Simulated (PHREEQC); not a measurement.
## Hard or scaling water

Make-up at 50 °C: 0.19 mol/kgw BaCl2, 0.00026 mol/kgw CO2 and 0.0081 mol/kgw NaCl. Closed to the air; pH follows from the charge balance.

The numbers come from PHREEQC with the ion-association model, wateq4f.dat.

- pH: 4.79
- ionic strength: 0.578 mol/kgw
- activity of water: 0.990

| species | molality | activity | log γ |
|---|---|---|---|
| Cl- | 0.388 | 0.241 | -0.207 |
| Ba+2 | 0.190 | 0.0364 | -0.718 |
| Na+ | 0.00810 | 0.00562 | -0.159 |
| CO2 | 0.000238 | 0.000272 | 0.058 |
| H+ | 2.17e-5 | 1.63e-5 | -0.124 |
| HCO3- | 1.27e-5 | 8.55e-6 | -0.172 |
| BaHCO3+ | 9.00e-6 | 6.55e-6 | -0.138 |

Precipitation was switched off in this run. Constants without temperature data keep their 25 °C values here.
